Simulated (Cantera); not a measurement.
An adiabatic, constant-volume homogeneous reactor starts with CO : H2 : O2 : N2 = 1 : 0.26 : 0.45 : 1.69 (molar parts), equivalence ratio 1.4, at 1475 K and 900 Torr. Integrator tolerance rtol = 1e-08.

Model: GRI-Mech 3.0 (53 species, 325 reactions), integrated in Cantera.

```tsv
quantity	before	after
time of steepest temperature rise	19.6 µs	9.69 µs
temperature at 4.00 s	2954 K	3004 K
equilibrium temperature	2954 K	3004 K
x(CO) at 4.00 s	0.178 (gas-phase equilibrium 0.178)	0.190 (gas-phase equilibrium 0.190)
x(H2) at 4.00 s	0.0102 (gas-phase equilibrium 0.0102)	0.0111 (gas-phase equilibrium 0.0111)
x(O2) at 4.00 s	0.0231 (gas-phase equilibrium 0.0231)	0.0272 (gas-phase equilibrium 0.0272)
x(H2O2) at 4.00 s	2.18e-7 (gas-phase equilibrium 2.18e-7)	2.19e-7 (gas-phase equilibrium 2.19e-7)
x(HO2) at 4.00 s	7.00e-6 (gas-phase equilibrium 7.00e-6)	8.03e-6 (gas-phase equilibrium 8.03e-6)
```

Q: What was changed between the two runs?
(A) O2 0.45 to 0.14 parts
(B) constant pressure in place of constant volume
(C) initial temperature 1475 to 1750 K
(D) initial temperature 1475 to 1325 K

A: C, initial temperature 1475 to 1750 K
